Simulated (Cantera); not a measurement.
Feed: 1 mol Si3N4, 0.32 mol N2O, 480 mol H2, 0.41 mol H2O, equilibrated at 13.3 mbar.

Equilibrium computed with Cantera from the NASA thermochemical tables; the gas is ideal and each condensed phase is pure. Candidate condensed phases: H2O, Si, SiO2, Si2N2O, Si3N4; 35 gas species. Gases not in the tables: Si2H6 and higher silanes. The numbers say what is thermodynamically allowed, not how fast it happens.

Question: At 1900 K, list the 4 most abundant gas species with their mole fractions, and the condensed phases.

Answer: H2 0.986, H 0.00682, N2 0.00477, SiO 0.00150. Condensed: Si(l).
